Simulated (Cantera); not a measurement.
A freely propagating, adiabatic, planar premixed flame of H2 : O2 : N2 = 1 : 0.357 : 1.34 (molar parts), equivalence ratio 1.4, unburnt at 400 K and 0.910 bar; mixture-averaged transport, grid criteria slope 0.08 and curve 0.16, no radiation.

Cantera simulation using the H2/O2 subset of GRI-Mech 3.0, which has no nitrogen chemistry; the numbers are that mechanism's predictions, not measurements. Burning velocities carry a grid error of a few per cent, more on coarse grids.

Q: What does this change do: N2 1.34 to 1 parts?

A: 
| quantity | before | after |
|---|---|---|
| laminar burning velocity | 459 cm/s | 578 cm/s |
| thermal thickness | 0.431 mm | 0.415 mm |
| peak x(H) | 0.0769 | 0.0966 |
| peak x(OH) | 0.0109 | 0.0163 |
| peak x(H2O2) | 6.70e-5 | 7.22e-5 |

Q: What does this change do: inlet temperature 400 to 350 K?

A: 
| quantity | before | after |
|---|---|---|
| laminar burning velocity | 459 cm/s | 377 cm/s |
| thermal thickness | 0.431 mm | 0.399 mm |
| peak x(H) | 0.0769 | 0.0737 |
| peak x(OH) | 0.0109 | 0.0103 |
| peak x(H2O2) | 6.70e-5 | 9.66e-5 |

Q: What does this change do: H2 1 to 1.3 parts?

A: 
```json
[
 {"quantity": "laminar burning velocity", "before": "459 cm/s", "after": "473 cm/s"},
 {"quantity": "thermal thickness", "before": "0.431 mm", "after": "0.426 mm"},
 {"quantity": "peak x(H)", "before": "0.0769", "after": "0.0826"},
 {"quantity": "peak x(OH)", "before": "0.0109", "after": "0.00523"},
 {"quantity": "peak x(H2O2)", "before": "6.70e-5", "after": "5.70e-5"}
]
```
